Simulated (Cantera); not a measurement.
# Premixed flame

A freely propagating, adiabatic, planar premixed flame of 13.4 % CH3OH, 18.2 % O2, 68.5 % N2, unburnt at 400 K and 1.01 bar; multicomponent transport, grid criteria slope 0.08 and curve 0.16, no radiation.

Model: GRI-Mech 3.0 (53 species, 325 reactions), integrated in Cantera. GRI-Mech 3.0 was tuned for natural gas; its chemistry of methanol as a main component is partial and can be far from experiment. Burning velocities carry a grid error of a few per cent, more on coarse grids.

```
z (mm)   T (K)  u (m/s)  x CH3OH     x O2     x CO2    x H2O2      x H     x OH
-------  -----  -------  -------  -------  --------  --------  -------  -------
-0.855     400    0.755    0.133    0.181   1.55e-7   2.05e-7    <1e-8    <1e-8
-0.570     402    0.762    0.133    0.180   4.68e-6   3.92e-6    <1e-8    <1e-8
-0.428     409    0.779    0.132    0.179   2.90e-5   1.86e-5    <1e-8    <1e-8
-0.285     466    0.897    0.129    0.173  0.000335  0.000136    <1e-8    <1e-8
-0.143     839     1.67   0.0985    0.141   0.00453  0.000962  1.16e-6  3.33e-7
-0.0713   1239     2.56   0.0545    0.104    0.0120   0.00153  8.00e-5  5.46e-5
0         1655     3.53  0.00724   0.0625    0.0251  0.000156  0.00215  0.00160
0.0713    1793     3.84  6.03e-5   0.0379    0.0410   7.43e-7  0.00768  0.00528
0.143     1842     3.92  1.43e-7   0.0253    0.0549   5.12e-7   0.0106  0.00775
0.285     1908     4.03    <1e-8   0.0170    0.0707   4.18e-7   0.0113  0.00903
0.570     1987     4.17    <1e-8   0.0129    0.0801   2.96e-7  0.00932  0.00898
1.14      2071     4.32    <1e-8  0.00973    0.0838   2.02e-7  0.00643  0.00817
2.28      2147     4.46    <1e-8  0.00675    0.0871   1.36e-7  0.00403  0.00685
```
x: mole fraction of selected species; z is measured from the peak of heat release.

```json
{
 "laminar_burning_velocity": "75.4 cm/s",
 "thermal_thickness": "0.285 mm",
 "peak x(H2O2)": "0.00154",
 "peak x(H)": "0.0114",
 "peak x(OH)": "0.00912",
 "grid_points": "128"
}
```
